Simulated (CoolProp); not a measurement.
Tetradecamethylhexasiloxane (MD4M) along the isotherm 346.85 °C: fugacity coefficient from the reference equation and from simpler models built on Tc = 380.0 °C, pc = 0.8286 MPa, ω = 0.800; each cubic takes its own stable root.

The numbers come from the reference Helmholtz-energy equation of state, Thol 2019 in CoolProp.

```json
[
 {"p (MPa)": "0.155", "phase": "gas", "reference": "0.9099", "van der Waals": "___", "Redlich-Kwong": "0.9268", "Soave-Redlich-Kwong": "0.9216"},
 {"p (MPa)": "0.311", "phase": "gas", "reference": "___", "van der Waals": "0.8743", "Redlich-Kwong": "0.8544", "Soave-Redlich-Kwong": "0.8438"},
 {"p (MPa)": "0.466", "phase": "gas", "reference": "___", "van der Waals": "0.8109", "Redlich-Kwong": "0.7827", "Soave-Redlich-Kwong": "0.7660"},
 {"p (MPa)": "0.621", "phase": "liquid", "reference": "0.5891", "van der Waals": "0.7448", "Redlich-Kwong": "0.7053", "Soave-Redlich-Kwong": "0.6256"},
 {"p (MPa)": "0.777", "phase": "liquid", "reference": "0.4842", "van der Waals": "0.6441", "Redlich-Kwong": "0.5854", "Soave-Redlich-Kwong": "___"},
 {"p (MPa)": "0.932", "phase": "liquid", "reference": "0.4149", "van der Waals": "0.5621", "Redlich-Kwong": "0.5056", "Soave-Redlich-Kwong": "0.4450"},
 {"p (MPa)": "1.09", "phase": "liquid", "reference": "0.3646", "van der Waals": "0.5026", "Redlich-Kwong": "0.4476", "Soave-Redlich-Kwong": "0.3928"},
 {"p (MPa)": "1.24", "phase": "liquid", "reference": "___", "van der Waals": "0.4603", "Redlich-Kwong": "0.4063", "Soave-Redlich-Kwong": "0.3558"}
]
```

**Question.** What belongs in the gaps?

**Answer.** 
- 0.155, van der Waals: 0.9373
- 0.311, reference: 0.8214
- 0.466, reference: 0.7340
- 0.777, Soave-Redlich-Kwong: 0.5169
- 1.24, reference: 0.3289

At some of these states van der Waals gives the other phase, because its saturation line lies elsewhere.
